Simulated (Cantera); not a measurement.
A closed system holds: 1 mol BN, 2.1 mol HF, at 998.15 K and 2.10 Pa.

These are equilibrium values from Cantera (NASA tables, ideal gas, pure condensed phases), not measurements of a reactor. Candidate condensed phases: B, BN; 31 gas species. Kinetics and transport are ignored.

Base state: H₂ 0.492, BF₃ 0.328, N₂ 0.164, HF 0.0154, BHF₂ 5.66e-5 (mole fractions); condensed: BN(s).

Task: What changes in the equilibrium state with this change: 0.0082 mol H₂O added?

Result: 
```tsv
species	before	after
H₂	0.492	0.492
BF₃	0.328	0.324
N₂	0.164	0.164
BOF	0	0.00379
HF	0.0154	0.0153
B₃O₃F₃	0	2.54e-5
BHF₂	5.66e-5	5.62e-5
BN(s), mol	0.311	0.305
```
Further candidate phases: B₂O₃, B₃O₃H₃, H₂O.
